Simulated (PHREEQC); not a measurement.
Dissolve 0.0088 mol/kgw NH3, 4.3e-06 mol/kgw H4SiO4 and 0.1 mol/kgw (CH3)4NCl at 25 °C. Closed to the air; pH follows from the charge balance.

Computed with PHREEQC (ion-association model, phreeqc.dat).

Each row changes one thing in this solution. This is a speciation only: nothing precipitates in the calculation.

```tsv
case	pH	NH3 (mol/kgw)	NH4+ (mol/kgw)	H3SiO4- (mol/kgw)	H4SiO4 (mol/kgw)	H2SiO4-2 (mol/kgw)	SI of Quartz (SiO2)
as made	10.59	0.00828	0.000517	3.78e-6	4.98e-7	1.99e-8	-2.31
temperature from 25 to 20 °C	10.75	0.00829	0.000508	3.86e-6	4.19e-7	2.10e-8	-2.31
temperature from 25 to 85 °C	9.08	0.00828	0.000522	2.20e-6	2.10e-6	6.04e-9	-2.42
(CH3)4NCl from 0.1 to 0.2 mol/kgw	10.60	0.00824	0.000564	3.82e-6	4.51e-7	2.38e-8	-2.34
NH3 from 0.0088 to 0.00792 mol/kgw	10.56	0.00743	0.000489	3.76e-6	5.23e-7	1.87e-8	-2.29
diluted 5-fold with water	10.22	0.00157	0.000194	6.34e-7	2.25e-7	1.06e-9	-2.67
```

Species that the database lacks are ignored. (CH3)4N+ isn't in the database: it is added as a free cation with an ion size of 4 Å. At this temperature some constants are extrapolated from 25 °C, and those without enthalpy data are left unchanged.
